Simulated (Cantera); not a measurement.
## Equilibrium for halide evaporation, hydrolysis and transport: MgF2 + H2

Feed: 1 mol MgF2, 15 mol H2, held at 1.60 mbar.

Cantera equilibrium calculation (NASA polynomials, part measured and part estimated; ideal gas, pure solids and liquids). Candidate condensed phases: Mg, MgF2; 17 gas species. The tables' values for MgH are old estimates; treat these amounts as uncertain. Rates play no part.

| T (°C) | log p H2 | log p HF | log p H | log p Mg | log p MgF2 | n MgF2(s) |
|---|---|---|---|---|---|---|
| 575 | -2.80 | -10.51 | -12.12 | -10.81 | -14.44 | 1.00 |
| 675 | -2.80 | -8.97 | -10.68 | -9.27 | -11.94 | 1.000 |
| 775 | -2.80 | -7.73 | -9.51 | -8.03 | -9.92 | 1.000 |
| 875 | -2.80 | -6.70 | -8.54 | -7.01 | -8.27 | 0.999 |
| 975 | -2.80 | -5.85 | -7.73 | -6.15 | -6.89 | 0.992 |
| 1075 | -2.80 | -5.12 | -7.04 | -5.43 | -5.72 | 0.946 |
| 1175 | -2.81 | -4.50 | -6.44 | -4.83 | -4.72 | 0.656 |
| 1275 | -2.85 | -4.10 | -5.94 | -4.44 | -4.26 | 0 |
| 1375 | -2.86 | -3.95 | -5.48 | -4.28 | -4.44 | 0 |
| 1475 | -2.87 | -3.84 | -5.08 | -4.17 | -4.70 | 0 |
| 1575 | -2.88 | -3.79 | -4.71 | -4.11 | -5.03 | 0 |
| 1675 | -2.89 | -3.76 | -4.39 | -4.07 | -5.40 | 0 |
| 1775 | -2.90 | -3.75 | -4.10 | -4.06 | -5.78 | 0 |
| 1875 | -2.92 | -3.76 | -3.84 | -4.06 | -6.15 | 0 |
log p: log10 of the partial pressure in bar; n: condensed amount in mol.

From 575 °C to 1175 °C the condensed part is MgF2(s). From 1275 °C to 1875 °C nothing is condensed.
